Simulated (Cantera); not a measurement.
What does this Cantera script print?

```python
import numpy as np
import cantera as ct

gas_names = """
    C CN CO CO2 C2 CCN CNC C2N2 C2O C3 C3O2 C4 C4N2 C5 N NCO NO NO2 NO3 N2 N2O O O2 O3 Si SiC SiC2 SiN
    SiO SiO2 Si2 Si2C Si2N Si3
""".split()
cond_names = """
    C(gr) Si(cr) Si(L) SiC(b) SiO2(Lqz) SiO2(hqz) SiO2(L) Si2N2O(s) Si3N4(a)
""".split()


def load(file, names, dense=False):
    # The tables refer to 1 bar. Condensed volumes are neglected.
    table = {s.name: s for s in ct.Species.list_from_file(file)}
    out = []
    for n in names:
        d = dict(table[n].input_data)
        d["thermo"] = dict(d["thermo"], **{"reference-pressure": 1e5})
        if dense:
            d["equation-of-state"] = {"model": "constant-volume", "density": "1e6 g/cm^3"}
        out.append(ct.Species.from_dict(d))
    return out


gas = ct.Solution(thermo="ideal-gas", species=load("nasa_gas.yaml", gas_names))
cond = {s.name: ct.Solution(thermo="fixed-stoichiometry", species=[s], name=s.name)
        for s in load("nasa_condensed.yaml", cond_names, dense=True)}
atoms = {
    'SiC': {'Si': 1, 'C': 1},
    'N2O': {'N': 2, 'O': 1},
    'N2': {'N': 2},
}
top_T = {'C(gr)': 4500, 'SiC(b)': 3050, 'Si2N2O(s)': 2100, 'Si3N4(a)': 2400}  # K; cautious upper limits of use, not melting points


def equilibrate(T, P, feed):
    n = {}
    for name, mol in feed.items():
        for a, k in atoms[name].items():
            n[a] = n.get(a, 0.0) + k * mol
    gas.TPX = T, P, n
    mass = sum(n.values()) * gas.mean_molecular_weight
    gas.equilibrate("TP")
    valid = [c for c in cond.values() if c.min_temp <= T <= top_T.get(c.name, c.max_temp)]
    mix = ct.Mixture([(gas, mass / gas.mean_molecular_weight)] + [(c, 0.0) for c in valid])
    mix.T, mix.P = T, P
    mix.equilibrate("TP", solver="vcs", rtol=1e-11, max_steps=5000)
    return mix


results = []
feed = {'SiC': 1, 'N2O': 0.012, 'N2': 48}  # mol
P = 330000  # Pa
for T in [950, 1050, 1150, 1250, 1350, 1450, 1550, 1650]:
    mix = equilibrate(T, P, feed)
    results.append((T, P, feed, dict(zip(mix.species_names, mix.species_moles))))

top = {s: max(r[3][s] / sum(r[3][g] for g in gas_names) for r in results) for s in gas_names}
cols = sorted((s for s in top if top[s] > 1e-06), key=lambda s: -top[s])[:8]
seen = [c for c in cond_names if any(r[3].get(c, 0) > 1e-12 for r in results)]
print("log10 of partial pressures in bar; condensed amounts in mol")
print(f"{'T/K':>10s}" + "".join(f"{s[:9]:>10s}" for s in cols + seen))
for T, P, feed, n in results:
    ng = sum(n[g] for g in gas_names)
    print(f"{T:10.4g}" + "".join(f"{np.log10(max(n[s] / ng * P / 1e5, 1e-99)):10.3f}" for s in cols)
          + "".join(f"{n.get(c, 0):10.4g}" for c in seen))
```

It prints:

```
log10 of partial pressures in bar; condensed amounts in mol
       T/K        N2        CO     C(gr) Si2N2O(s)  Si3N4(a)
       950     0.519   -10.525         1     0.012    0.3253
      1050     0.519    -8.788         1     0.012    0.3253
      1150     0.519    -7.359         1     0.012    0.3253
      1250     0.519    -6.162         1   0.01199    0.3253
      1350     0.519    -5.145    0.9999    0.0119    0.3254
      1450     0.519    -4.271    0.9992   0.01123    0.3258
      1550     0.518    -3.511    0.9956  0.007578    0.3283
      1650     0.518    -3.078     0.988         0    0.3333
```

Equilibrium computed with Cantera from the NASA thermochemical tables; the gas is ideal and each condensed phase is pure. Mutual solubility and eutectic melting of coexisting phases are not modelled.
